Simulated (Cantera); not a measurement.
Charge: 1 mol MgSO4, 0.52 mol H2, 5.2 mol H2O, at 1475 °C and 16.0 mbar.

Equilibrium computed with Cantera from the NASA thermochemical tables; the gas is ideal and each condensed phase is pure. Kinetics and transport are ignored.

| species | before | after |
|---|---|---|
| H2O | 0.818 | 0.760 |
| H2 | 0.00114 | 0.119 |
| SO2 | 0.143 | 0.111 |
| O2 | 0.0343 | 2.73e-6 |
| S2 | <1e-9 | 0.00108 |
| H2S | <1e-9 | 0.000641 |
| SH | 4.27e-9 | 0.000427 |
| S2O | <1e-9 | 3.37e-5 |
| S | 1.28e-8 | 0.000125 |
| SO3 | 4.26e-5 | 2.95e-7 |
| MgO(s), mol | 1.000 | 1.000 |
Gas species are given as mole fractions.

Question: What was changed between the two runs?
A. H2 from 0.52 to 2.1 mol
B. pressure from 16.0 mbar to 3.20 bar
C. temperature from 1475 °C to 1227 °C
D. H2 from 0.52 to 3.5 mol

Answer: A, H2 from 0.52 to 2.1 mol
